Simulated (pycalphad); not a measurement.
Source of the numbers: pycalphad with the COST 507 light-alloy database (1999); pressure 1 atm. No gas phase is included, though pure Si would boil below 2927 °C. The database dates from 1999; later assessments differ in places, in temperatures and in the compounds included. Phase fractions are per mole of atoms. Kinetics are ignored, which matters at the lower temperatures.

### Question
Give the equilibrium state of Si-50.79C (wt.%) at 827 °C.

### Answer
CSI, fraction 0.586, with 30.0 C wt.%; graphite, fraction 0.414, with 100 C wt.%.

### Question
Give the equilibrium state of Si-50.79C (wt.%) at 2927 °C.

### Answer
graphite, fraction 0.630, with 100 C wt.%; liquid, fraction 0.370, with 10.1 C wt.%.

Database names, with the compositions (at.%) that they take in these runs: CSI: Si 50 C 50.
